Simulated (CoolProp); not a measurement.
A single-stage vapour-compression cycle with the fluid: evaporating at 240.15 K (dew point), condensing at 276.15 K (bubble point), superheat 5 K, subcooling 8 K, compressor efficiency 0.75, no pressure losses. The same conditions are run with several fluids, on thermodynamics alone (safety and materials aside).

Values from CoolProp's reference Helmholtz-energy equation of state of each fluid (sulfur dioxide: Gao 2016; C3F8 (R218): Lemmon 2006; n-butane: Bücker 2006; R124: de Vries 1995; CH3F (R41): Lemmon 2006; propylene: Lemmon 2013).

Rank sulfur dioxide, C3F8 (R218), n-butane, R124, CH3F (R41), propylene by cooling COP, highest first.

n-butane (4.66), R124 (4.62), propylene (4.54), sulfur dioxide (4.39), C3F8 (R218) (4.32), CH3F (R41) (4.17)

```tsv
fluid	pressure ratio	discharge temperature (K)	refrigerating effect (kJ/kg)	volumetric capacity (kJ/m³)
sulfur dioxide	5.44	381.4	374	384
C3F8 (R218)	3.81	276.4	78.8	922
n-butane	4.76	295.9	358	251
R124	4.76	295.3	149	390
CH3F (R41)	2.99	330.7	355	5060
propylene	3.39	306.5	364	1490
```
